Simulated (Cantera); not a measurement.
## Moist CO burnout

A perfectly stirred reactor is fed with CO : O₂ : H₂O : N₂ = 0.0021 : 0.038 : 0.0085 : 1 (molar parts), equivalence ratio 0.028, at 260000 Pa; it is held at 1250 K, and followed from long to short residence time.

Cantera simulation using GRI-Mech 3.0 (53 species, 325 reactions); the numbers are that mechanism's predictions, not measurements.

```
τ (s)        x CO    x O₂    x H₂O      x NO     x NO₂      x O
-------  --------  ------  -------  --------  --------  -------
2.5       2.06e-5  0.0353  0.00811   7.12e-8   4.10e-9  4.03e-7
0.58      5.75e-5  0.0353  0.00811   6.60e-8   4.93e-9  1.06e-6
0.13     0.000162  0.0353  0.00811   4.08e-8   3.27e-9  2.86e-6
0.031    0.000411  0.0355  0.00810   1.85e-8   1.31e-9  7.11e-6
0.0073   0.000905  0.0357  0.00809   5.93e-9  3.29e-10  1.51e-5
0.0017    0.00153  0.0360  0.00809   1.12e-9  5.11e-11  2.22e-5
0.00040   0.00192  0.0362  0.00810  5.15e-11  2.15e-12  1.35e-5
```
x: mole fraction; the columns are a selection and need not sum to one.
